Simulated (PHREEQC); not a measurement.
Model water analysis in mmol/kgw, 25 °C, pH 8.24:

```
constituent           mmol/kgw
--------------------  --------
Na                         136
K                            1
Ca                       0.776
Mg                        20.4
Cl                         149
S(6)                      14.6
Alkalinity (meq/kgw)    0.0557
Sr                      0.0287
Si                       0.505
```

Cl is adjusted to close the charge balance.
Valence states are taken as typed.

The numbers come from PHREEQC with the Pitzer model, pitzer.dat.

Task: The ionic strength comes out as 0.215 mol/kgw. What activity coefficients do Sr+2, MgOH+, H3SiO4-, SO4-2, Ca+2 get?

Result: Sr+2 0.27, MgOH+ 0.87, H3SiO4- 0.63, SO4-2 0.20, Ca+2 0.27. Single-ion values are on the MacInnes scale.

This is a speciation only: nothing precipitates in the calculation.
